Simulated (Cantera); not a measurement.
Input: 1 mol C3H8, 0.1 mol NH3, equilibrated at 1200 K and 17.0 mbar.

Equilibrium computed with Cantera from the NASA thermochemical tables; the gas is ideal and each condensed phase is pure. Candidate condensed phases: C, C6H6, C7H8, C8H18; 92 gas species. Rates play no part.

Base state: H2 0.988, N2 0.0119, CH4 0.000262 (mole fractions); condensed: C(graphite).

Question: What changes in the equilibrium state with this change: C3H8 replaced by C2H5OH?

Answer: 
```csv
species,before,after
H2,0.988,0.750
CO,0,0.238
N2,0.0119,0.0119
CH4,0.000262,0.000151
H2O,0,7.87e-5
CO2,0,1.82e-5
"C(graphite), mol",3.00,1.000
```
Further candidate phases: H2O.

Question: What changes in the equilibrium state with this change: temperature from 1200 K to 2698 K?

Answer: 
```csv
species,before,after
H2,0.988,0.627
H,1.50e-6,0.343
C2H2 (acetylene),1.01e-7,0.0147
N2,0.0119,0.00583
C2H,<1e-9,0.000848
C3,<1e-9,0.000504
"C(graphite), mol",3.00,2.79
```

Question: What changes in the equilibrium state with this change: temperature from 1200 K to 673 K?

Answer: 
| species | before | after |
|---|---|---|
| H2 | 0.988 | 0.814 |
| CH4 | 0.000262 | 0.172 |
| N2 | 0.0119 | 0.0139 |
| NH3 | 3.48e-7 | 1.98e-5 |
| C(graphite), mol | 3.00 | 2.38 |
